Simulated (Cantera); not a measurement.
Transport properties of process gases

Gas mixture: N₂ : CO = 0.51 : 0.58 (molar parts), at 13300 Pa, frozen composition.

Cantera's kinetic-theory transport with the Lennard-Jones parameters of GRI-Mech 3.0, ideal gas; thermal conductivity in the mixture-averaged form.

```csv
T (K),ρ (kg/m³),cp (J/kg/K),μ (µPa s),λ (mW/m/K),Pr,D (cm²/s) NH₃,D (cm²/s) NO,D (cm²/s) H₂O
400,0.112,1048,22.1,32.2,0.720,2.89,2.56,2.99
600,0.0749,1080,29.3,44.6,0.710,6.07,5.12,6.36
800,0.0561,1130,35.5,56.6,0.709,10.1,8.30,10.6
1000,0.0449,1177,41.1,68.0,0.712,14.9,12.1,15.7
1200,0.0374,1212,46.3,78.9,0.711,20.3,16.3,21.6
1400,0.0321,1239,51.2,89.3,0.710,26.4,21.1,28.1
1600,0.0281,1260,55.8,99.1,0.710,33.0,26.3,35.2
1800,0.0250,1277,60.2,108,0.709,40.2,32.0,42.9
2000,0.0225,1290,64.5,117,0.708,48.0,38.1,51.2
```
D: mixture-averaged diffusion coefficient of that species in the mixture.
